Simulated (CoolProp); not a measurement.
Vapour-liquid equilibrium of methanol (1) + benzene (2) at 383 kPa; x and y are mole fractions of (1).

The numbers come from the multi-fluid Helmholtz-energy mixture model, de Reuck 1993 and Thol 2012; pair parameters Bell 2016 in CoolProp.

```json
[
 {"x": "0.05", "bubble temperature (°C)": "118.0", "y at the bubble point": "0.254", "dew temperature at overall composition x (°C)": "128.2", "liquid density (mol/L)": "10.08"},
 {"x": "0.2", "bubble temperature (°C)": "104.5", "y at the bubble point": "0.506", "dew temperature at overall composition x (°C)": "120.7", "liquid density (mol/L)": "11.14"},
 {"x": "0.35", "bubble temperature (°C)": "101.0", "y at the bubble point": "0.576", "dew temperature at overall composition x (°C)": "113.0", "liquid density (mol/L)": "12.29"},
 {"x": "0.5", "bubble temperature (°C)": "99.8", "y at the bubble point": "0.618", "dew temperature at overall composition x (°C)": "104.8", "liquid density (mol/L)": "13.71"},
 {"x": "0.65", "bubble temperature (°C)": "99.2", "y at the bubble point": "0.669", "dew temperature at overall composition x (°C)": "99.3", "liquid density (mol/L)": "15.53"},
 {"x": "0.8", "bubble temperature (°C)": "99.5", "y at the bubble point": "0.759", "dew temperature at overall composition x (°C)": "99.9", "liquid density (mol/L)": "17.86"},
 {"x": "0.95", "bubble temperature (°C)": "101.5", "y at the bubble point": "0.924", "dew temperature at overall composition x (°C)": "101.8", "liquid density (mol/L)": "20.89"}
]
```

y crosses x between x = 0.65 and 0.8: the model has an azeotrope there.

The pair parameters rest on a limited set of measurements; away from them the model extrapolates.
